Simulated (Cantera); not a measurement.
Input: 1 mol Si₃H₈, 2.7 mol HCl, 12 mol N₂, held at 1400 °C and 1.30 bar.

Method: chemical equilibrium by Gibbs-energy minimisation in Cantera with the NASA 1993 tables (ideal gas, pure condensed phases). The feed counts by its element totals alone. The tables' values for SiCl₃ are old estimates; treat these amounts as uncertain. Kinetics and transport are ignored.

| species | before | after |
|---|---|---|
| N₂ | 0.601 | 0.600 |
| H₂ | 0.246 | 0.243 |
| HCl | 0.147 | 0.154 |
| SiCl₂ | 0.00370 | 7.04e-5 |
| SiCl₄ | 0.000747 | 0.00155 |
| H | 4.95e-5 | 1.44e-6 |
| Cl | 2.31e-5 | 7.58e-7 |
| SiCl₃ | 0.00115 | 0.000153 |
| SiH₂Cl₂ | 1.17e-5 | 2.27e-6 |
| NH₃ | 4.78e-6 | 1.14e-5 |
| SiHCl₃ | 0.000225 | 0.000154 |
| Si₃N₄(s), mol | 0.967 | 0.989 |
Gas species are given as mole fractions.

Q: Name the change that produced these shifts.
A) temperature from 1400 °C to 725 °C
B) HCl from 2.7 to 3.1 mol
C) HCl from 2.7 to 0.3 mol
D) temperature from 1400 °C to 1100 °C

A: D, temperature from 1400 °C to 1100 °C. N₂ is the only nitrogen source here; it is nearly inert below about 1500 K, so the nitride shown seldom forms there in practice
